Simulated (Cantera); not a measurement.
Input: 1 mol C₂H₅OH, 0.08 mol NH₃, a varied amount of H₂O, equilibrated at 100 Torr.

Points: T (K) = 698, 898, 1098, 1298, 1498, 1698, 1898, 2098, 2298, 2498, 2698, 2898; n(H2O) (mol) = 0.064, 0.12, 0.24, 0.45, 0.86, 1.7, 3.2.

Cantera's Mixture.equilibrate('TP', solver="vcs", rtol=1e-11, max_steps=5000) on the NASA tables stopped like this:

```
ERROR: FAILURE its = 5001!

*******************************************************************************
CanteraError thrown by MultiPhase::equilibrate:
VCS solver failed. Return code: -1
*******************************************************************************
```

Q: What got this run through?

A: One answer among several that fit: The failure is numerical, not chemical. The same input converged with solver="gibbs", rtol=1e-10, max_steps=50000, and the result passed a check of the equilibrium conditions:
```
    698      0.064  C(gr)
    698       0.12  C(gr)
    698       0.24  C(gr)
    698       0.45  C(gr)
    698       0.86  C(gr)
    698        1.7  C(gr)
    698        3.2  C(gr)
    898      0.064  C(gr)
    898       0.12  C(gr)
    898       0.24  C(gr)
    898       0.45  C(gr)
    898       0.86  C(gr)
    898        1.7  gas only
    898        3.2  gas only
   1098      0.064  C(gr)
   1098       0.12  C(gr)
   1098       0.24  C(gr)
   1098       0.45  C(gr)
   1098       0.86  C(gr)
   1098        1.7  gas only
   1098        3.2  gas only
   1298      0.064  C(gr)
   1298       0.12  C(gr)
   1298       0.24  C(gr)
   1298       0.45  C(gr)
   1298       0.86  C(gr)
   1298        1.7  gas only
   1298        3.2  gas only
   1498      0.064  C(gr)
   1498       0.12  C(gr)
   1498       0.24  C(gr)
   1498       0.45  C(gr)
   1498       0.86  C(gr)
   1498        1.7  gas only
   1498        3.2  gas only
   1698      0.064  C(gr)
   1698       0.12  C(gr)
   1698       0.24  C(gr)
   1698       0.45  C(gr)
   1698       0.86  C(gr)
   1698        1.7  gas only
   1698        3.2  gas only
   1898      0.064  C(gr)
   1898       0.12  C(gr)
   1898       0.24  C(gr)
   1898       0.45  C(gr)
   1898       0.86  C(gr)
   1898        1.7  gas only
   1898        3.2  gas only
   2098      0.064  C(gr)
   2098       0.12  C(gr)
   2098       0.24  C(gr)
   2098       0.45  C(gr)
   2098       0.86  C(gr)
   2098        1.7  gas only
   2098        3.2  gas only
   2298      0.064  C(gr)
   2298       0.12  C(gr)
   2298       0.24  C(gr)
   2298       0.45  C(gr)
   2298       0.86  C(gr)
   2298        1.7  gas only
   2298        3.2  gas only
   2498      0.064  C(gr)
   2498       0.12  C(gr)
   2498       0.24  C(gr)
   2498       0.45  C(gr)
   2498       0.86  C(gr)
   2498        1.7  gas only
   2498        3.2  gas only
   2698      0.064  C(gr)
   2698       0.12  C(gr)
   2698       0.24  C(gr)
   2698       0.45  C(gr)
   2698       0.86  gas only
   2698        1.7  gas only
   2698        3.2  gas only
   2898      0.064  C(gr)
   2898       0.12  C(gr)
   2898       0.24  C(gr)
   2898       0.45  C(gr)
   2898       0.86  gas only
   2898        1.7  gas only
   2898        3.2  gas only
```

The gas is ideal and each condensed phase is pure.
